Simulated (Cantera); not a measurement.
Moist CO burnout

An isothermal, constant-pressure homogeneous reactor starts with CO : O2 : H2O : N2 = 0.0065 : 0.027 : 0.0023 : 1 (molar parts), equivalence ratio 0.12, at 923 K and 6080 Torr.

Computed with Cantera and GRI-Mech 3.0 (53 species, 325 reactions).

```
t (s)        x CO    x O2    x H2O     x CO2       x O       x H
--------  -------  ------  -------  --------  --------  --------
0.000100  0.00628  0.0261  0.00222  2.36e-11  1.82e-11    <1e-12
0.000285  0.00628  0.0261  0.00222  7.93e-11  4.13e-11    <1e-12
0.000811  0.00628  0.0261  0.00222  2.85e-10  6.84e-11    <1e-12
0.00231   0.00628  0.0261  0.00222  9.83e-10  7.71e-11    <1e-12
0.00658   0.00628  0.0261  0.00222   3.31e-9  7.81e-11    <1e-12
0.0187    0.00628  0.0261  0.00222   1.25e-8  8.04e-11    <1e-12
0.0534    0.00628  0.0261  0.00222   6.06e-8  8.76e-11    <1e-12
0.152     0.00627  0.0261  0.00222   3.95e-7  1.11e-10  1.40e-12
0.433     0.00627  0.0261  0.00222   3.47e-6  2.06e-10  5.33e-12
1.23      0.00624  0.0260  0.00222   4.03e-5  6.17e-10  2.38e-11
3.51      0.00597  0.0259  0.00222  0.000308   1.01e-9  4.29e-11
10.0      0.00517  0.0255  0.00222   0.00111  9.91e-10  3.85e-11
```
x: mole fraction; the columns are a selection and need not sum to one.

Equilibrium at this temperature and pressure: CO <1e-12, O2 0.0230, H2O 0.00223, CO2 0.00630, O <1e-12, H <1e-12 (gas phase only).
